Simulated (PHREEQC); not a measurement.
Solution (25 °C): 0.044 mol HF, 0.0011 mol (NH4)2SiF6, 0.0013 mol H3PO4 and 0.0091 mol H2SO4 per kg of water. Closed to the air; pH follows from the charge balance.

All values are PHREEQC results (ion-association model, phreeqc.dat), not measurements.

### Question
The ionic strength comes out as 0.0247 mol/kgw. What activity coefficients do HSO4-, NH4SO4-, SiF6-2, H+, SO4-2 get?

### Answer
HSO4- 0.86, NH4SO4- 0.86, SiF6-2 0.56, H+ 0.88, SO4-2 0.55.

This is a speciation only: nothing precipitates in the calculation. SiF6-2 is the database's only silicon fluoride.
